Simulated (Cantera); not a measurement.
Charge: 1 mol CS2, 0.71 mol SO2, 1.7 mol N2, at 3350 K and 0.000950 bar.

Cantera equilibrium calculation (NASA polynomials, part measured and part estimated; ideal gas, pure solids and liquids). Candidate condensed phases: C, S; 35 gas species. The numbers say what is thermodynamically allowed, not how fast it happens.

Base state: S 0.463, N2 0.291, CO 0.172, O 0.0693, SO 0.00219, N 0.00184, NO 0.000596, S2 0.000507 (mole fractions); condensed: gas only.

Task: What changes in the equilibrium state with this change: N2 from 1.7 to 4.1 mol?

Result: 
```
species    before     after
-------  --------  --------
N2          0.291     0.497
S           0.463     0.328
CO          0.172     0.122
O          0.0693    0.0493
S2       0.000507  0.000254
CO2       3.29e-5   1.66e-5
SO        0.00219   0.00110
O2        4.14e-5   2.10e-5
```
